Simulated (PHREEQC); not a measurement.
Make-up at 25 °C: 0.0025 mol NH4HF2, 0.0012 mol H2SiF6 and 0.0006 mol H3PO4 per kg of water. Closed to the air; pH follows from the charge balance.

The numbers come from PHREEQC with the ion-association model, phreeqc.dat.

No solid was allowed to form.

Task: Order these F species by the share of F that they hold, largest first: HF2-, SiF6-2, HF, F-.

Result: SiF6-2 (59 %), HF (29 %), F- (12 %), HF2- (0.33 %)

The pH is 2.76 and the ionic strength 0.00555 mol/kgw. SiF6-2 is the database's only silicon fluoride.
